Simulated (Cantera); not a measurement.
What does this Cantera script print?

```python
import numpy as np
import cantera as ct

gas = ct.Solution("gri30.yaml")
gas.TPX = 400, 43000, {'CH4': 1, 'C2H6': 0.55, 'C3H8': 0.068, 'O2': 6.66, 'N2': 25.1, 'H2O': 2.6}
inlet = ct.Reservoir(gas, clone=True)
gas.equilibrate("HP")  # start burning
reactor = ct.IdealGasConstPressureReactor(gas, energy="on", clone=False)
exhaust = ct.Reservoir(gas, clone=True)
tau = [0.087, 0.036, 0.015, 0.006, 0.0025, 0.001, 0.00042, 0.00017, 7.2e-05][0]
for a, b in ((inlet, reactor), (reactor, exhaust)):
    ct.MassFlowController(a, b, mdot=lambda t: reactor.mass / tau)
net = ct.ReactorNet([reactor])
show = ['CH4', 'C2H6', 'C3H8', 'CO', 'NO2']

rows = []
print(f"{'tau/s':>10s}{'T/K':>9s}" + "".join(f"{s:>11s}" for s in show))
for tau in [0.087, 0.036, 0.015, 0.006, 0.0025, 0.001, 0.00042, 0.00017, 7.2e-05]:
    net.initial_time = 0.0
    net.advance(30 * tau)
    before = gas.X
    net.advance(40 * tau)
    drift = np.max(np.abs(gas.X - before) / (gas.X + 1e-9))
    rows.append([gas.T, *gas[show].X, drift])
    print(f"{tau:10.3e}{gas.T:9.1f}" + "".join(f"{x:11.3e}" for x in gas[show].X))
```

Result:

```
     tau/s      T/K        CH4       C2H6       C3H8         CO        NO2
 8.700e-02   1705.6  7.904e-06  1.088e-06  1.361e-07  7.884e-04  6.586e-09
 3.600e-02   1694.4  1.400e-05  1.966e-06  2.463e-07  1.366e-03  4.598e-09
 1.500e-02   1677.1  2.526e-05  3.567e-06  4.407e-07  2.316e-03  3.296e-09
 6.000e-03   1649.4  4.894e-05  6.850e-06  8.240e-07  3.960e-03  2.453e-09
 2.500e-03   1610.0  9.910e-05  1.359e-05  1.584e-06  6.614e-03  1.853e-09
 1.000e-03   1548.1  2.442e-04  3.237e-05  3.660e-06  1.184e-02  1.263e-09
 4.200e-04    400.0  2.779e-02  1.529e-02  1.890e-03  1.087e-15  2.889e-20
 1.700e-04    400.0  2.779e-02  1.529e-02  1.890e-03  5.574e-19  1.481e-23
 7.200e-05    400.0  2.779e-02  1.529e-02  1.890e-03  3.521e-20  9.355e-25
```

Detailed kinetics in Cantera: GRI-Mech 3.0 (53 species, 325 reactions).
